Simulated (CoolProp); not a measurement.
Values from CoolProp's reference Helmholtz-energy equation of state, Leachman 2009.

Question: For normal hydrogen, give the phase and the speed of sound (m/s), isothermal compressibility (1/MPa), viscosity (µPa s), fugacity coefficient at -252.25 °C and 0.115 MPa; -252.25 °C and 1.15 MPa; -252.25 °C and 2.05 MPa.

Answer: 
- -252.25 °C and 0.115 MPa: gas; speed of sound 360, isothermal compressibility 9.81, viscosity 1.03, fugacity coefficient 0.909
- -252.25 °C and 1.15 MPa: liquid; speed of sound 1160, isothermal compressibility 0.0175, viscosity 14.0, fugacity coefficient 0.110
- -252.25 °C and 2.05 MPa: liquid; speed of sound 1200, isothermal compressibility 0.0155, viscosity 14.9, fugacity coefficient 0.0714

Viscosity comes from a separate model (Muzny 2013).
